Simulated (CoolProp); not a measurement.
Vapour-liquid equilibrium of CHF3 (R23) (1) + R125 (2) at 169 kPa; x and y are mole fractions of (1).

Model: multi-fluid Helmholtz-energy mixture model, Penoncello 2003 and Lemmon 2005; pair parameters Bell 2016, in CoolProp.

Problem. Give the bubble temperature and the first vapour's composition at x = 0.25, 0.45, 0.65. Is there an azeotrope?

Solution. x = 0.25: -52.0 °C, y = 0.617; x = 0.45: -60.0 °C, y = 0.813; x = 0.65: -65.7 °C, y = 0.912. No azeotrope shows between x = 0.05 and 0.95.

The pair parameters rest on a limited set of measurements; away from them the model extrapolates.
